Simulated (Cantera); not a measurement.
A closed system holds: 1 mol Pb, 0.65 mol CO, 0.3 mol H2, at 1.00 Torr.

These are equilibrium values from Cantera (NASA tables, ideal gas, pure condensed phases), not measurements of a reactor. Candidate condensed phases: C, C6H6, C7H8, C8H18, H2O, Pb, PbO, PbO2, Pb3O4; 113 gas species. The numbers say what is thermodynamically allowed, not how fast it happens. All values below are at 1398 K.

Base state: Pb 0.513, CO 0.333, H2 0.154, H 5.08e-5 (mole fractions); condensed: gas only.

### Question
What changes in the equilibrium state with this change: pressure from 1.00 Torr to 82.5 Torr?

### Answer
```
species            before     after
----------------  -------  --------
CO                  0.333     0.631
H2                  0.154     0.291
Pb                  0.513    0.0775
CH4               1.14e-7   4.07e-5
CO2               3.14e-7   7.67e-5
C(graphite), mol        0  0.000114
Pb(l), mol              0     0.920
```
